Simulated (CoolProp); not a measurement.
A simple Rankine cycle with R21: condensing at 313.15 K, boiler at 3.75 MPa, turbine inlet 472 K, turbine efficiency 0.6, pump efficiency 0.6, no recuperator. Each further row changes one setting.

Computed with CoolProp (reference Helmholtz-energy equation of state, Platzer 1990). This equation is an older, rougher fit; its heat capacities, sound speeds and derivatives of the liquid may be far off and weren't checked against measurements.

```tsv
case	thermal efficiency (%)	net work (kJ/kg)	heat in (kJ/kg)	turbine exit temperature (K)	volume ratio over the turbine
as stated	?	37.2	295	367.4	12.7
condensing temperature 305.15 K	13.5	40.9	?	360.6	16.1
boiler pressure 2.62 MPa	11.7	36.1	?	389.5	8.47
turbine efficiency 0.5	10.3	30.3	295	377.4	13.1
```

Complete the blanks.


- as stated, thermal efficiency (%): 12.6
- condensing temperature 305.15 K, heat in (kJ/kg): 304
- boiler pressure 2.62 MPa, heat in (kJ/kg): 310
